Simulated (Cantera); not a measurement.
Feed: 1 mol TiCl₄, 0.065 mol C₃H₈, 1.2 mol H₂.

Equilibrium computed with Cantera from the NASA thermochemical tables; the gas is ideal and each condensed phase is pure. Candidate condensed phases: C, C₆H₆, C₇H₈, C₈H₁₈, Ti, TiC, TiCl₂, TiCl₃, TiCl₄; 96 gas species. The tables' values for TiCl₂ are old estimates. TiC: taken at fixed stoichiometry. Equilibrium is a limit: real reactors are often held back by kinetics, nucleation or transport.

Problem. What condenses at these points (T in K, P in Pa): (1773, 7200); (1673, 27000); (1473, 100000); (1573, 10); (1373, 10)?

Solution. 
```
T (K)  P in Pa  condensed phases  Ti condensed (%)
-----  -------  ----------------  ----------------
1773      7200               TiC              19.5
1673     27000               TiC              19.5
1473    100000           C + TiC              18.9
1573        10               TiC              19.5
1373        10               TiC              19.5
```
